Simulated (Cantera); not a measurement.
Cantera run:

```python
import numpy as np
import cantera as ct

gas_names = """
    CL CL2 H HCL H2 Si SiCL SiCL2 SiCL3 SiCL4 SiH SiHCL3 SiH2 SiH2CL2 SiH3 SiH3CL SiH4 Si2 Si3
""".split()
cond_names = """
    Si(cr) Si(L)
""".split()


# ... load() reads the species with a 1 bar reference pressure and builds the phases ...
atoms = {
    'SiH2Cl2': {'Si': 1, 'H': 2, 'CL': 2},
    'HCl': {'H': 1, 'CL': 1},
    'H2': {'H': 2},
}
top_T = {}  # K; cautious upper limits of use, not melting points


# ... equilibrate(T, P, feed) seeds the gas with the atoms and calls Mixture.equilibrate('TP', solver="vcs", rtol=1e-11, max_steps=5000) ...
results = []
feed = {'SiH2Cl2': 1, 'HCl': 0.5, 'H2': 650}  # mol
T = 1350  # K
P = 49000  # Pa
mix = equilibrate(T, P, feed)
results.append((T, P, feed, dict(zip(mix.species_names, mix.species_moles))))
print(gas.report(threshold=0.0001))
for i in range(1, mix.n_phases):
    print(f"{mix.phase(i).name:16s} {mix.phase_moles(i):12.5e} mol")
```

Output:

```
       temperature   1350 K
          pressure   49000 Pa
           density   0.0093825 kg/m^3
  mean mol. weight   2.1493 kg/kmol
   phase of matter   gas

                          1 kg             1 kmol
                     ---------------   ---------------
          enthalpy        1.4506e+07        3.1177e+07  J
   internal energy        9.2836e+06        1.9953e+07  J
           entropy             84625        1.8188e+05  J/K
    Gibbs function       -9.9737e+07       -2.1436e+08  J
 heat capacity c_p             14772             31749  J/K
 heat capacity c_v             10903             23434  J/K

                      mass frac. Y      mole frac. X     chem. pot. / RT
                     ---------------   ---------------   ---------------
               HCL          0.063443         0.0037401           -39.618
                H2           0.93444           0.99621           -19.018
     [  +17 minor]         0.0021154         4.943e-05

Si(cr)            9.69971e-01 mol
```

Method: chemical equilibrium by Gibbs-energy minimisation in Cantera with the NASA 1993 tables (ideal gas, pure condensed phases).
